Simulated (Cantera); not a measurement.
Input: 1 mol SiO2, 0.95 mol CO, 0.54 mol H2, at 1900 K and 1.00 bar.

These are equilibrium values from Cantera (NASA tables, ideal gas, pure condensed phases), not measurements of a reactor. Candidate condensed phases: C, C6H6, C7H8, C8H18, H2O, Si, SiC, SiO2; 123 gas species. The tables hold silica as quartz up to 1696 K and as liquid above; real silica turns to tridymite and cristobalite and melts near 1996 K. Rates play no part.

Base state: CO 0.635, H2 0.359, SiO 0.00266, H2O 0.00187, CO2 0.000786, H 0.000476 (mole fractions); condensed: SiO2(condensed).

Q: What changes in the equilibrium state with this change: temperature from 1900 K to 1198.15 K?

A: 
| species | before | after |
|---|---|---|
| CO | 0.635 | 0.626 |
| H2 | 0.359 | 0.358 |
| CO2 | 0.000786 | 0.00761 |
| H2O | 0.00187 | 0.00594 |
| SiO | 0.00266 | <1e-9 |
| H | 0.000476 | 1.14e-7 |
| CH4 | 1.58e-6 | 0.00205 |
| SiO2(condensed), mol | 0.996 | 0 |
| C(graphite), mol | 0 | 0.0169 |
| SiO2(β-quartz), mol | 0 | 1.00 |

Q: What changes in the equilibrium state with this change: SiO2 replaced by MgO?

A: 
```tsv
species	before	after
CO	0.635	0.636
H2	0.359	0.361
Mg	0	0.00131
SiO	0.00266	0
MgH	0	1.14e-5
CO2	0.000786	0.000390
H2O	0.00187	0.000931
SiO2(condensed), mol	0.996	0
MgO(s), mol	0	0.998
```
The tables' values for MgH are old estimates; treat these amounts as uncertain. Further candidate phases: Mg, MgCO3, MgO, Mg(OH)2.
